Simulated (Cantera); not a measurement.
## FeCl3 + HCl + H2 (halide evaporation, hydrolysis and transport)

A closed system holds: 1 mol FeCl3, 0.071 mol HCl, 0.9 mol H2, equilibrated at 84.0 Pa.

These are equilibrium values from Cantera (NASA tables, ideal gas, pure condensed phases), not measurements of a reactor. Candidate condensed phases: Fe, FeCl2, FeCl3; 11 gas species. Kinetics and transport are ignored.

From 1850 K to 2150 K nothing is condensed. The main Fe-bearing gas is FeCl2 throughout.

| T (K) | x HCl | x FeCl2 | x Cl | x H2 | x Fe | x H | x FeCl | x Cl2 |
|---|---|---|---|---|---|---|---|---|
| 1850 | 0.438 | 0.376 | 0.0163 | 0.145 | 0.0167 | 0.00708 | 0.000285 | 1.41e-6 |
| 1900 | 0.443 | 0.359 | 0.0249 | 0.135 | 0.0269 | 0.0101 | 0.000427 | 2.14e-6 |
| 1950 | 0.448 | 0.337 | 0.0379 | 0.123 | 0.0404 | 0.0138 | 0.000604 | 3.29e-6 |
| 2000 | 0.450 | 0.309 | 0.0570 | 0.109 | 0.0568 | 0.0185 | 0.000810 | 5.02e-6 |
| 2050 | 0.446 | 0.275 | 0.0841 | 0.0943 | 0.0760 | 0.0240 | 0.00104 | 7.51e-6 |
| 2100 | 0.434 | 0.236 | 0.121 | 0.0807 | 0.0975 | 0.0305 | 0.00126 | 1.08e-5 |
| 2150 | 0.412 | 0.192 | 0.167 | 0.0687 | 0.121 | 0.0381 | 0.00147 | 1.48e-5 |
x: gas mole fraction; nothing condenses.
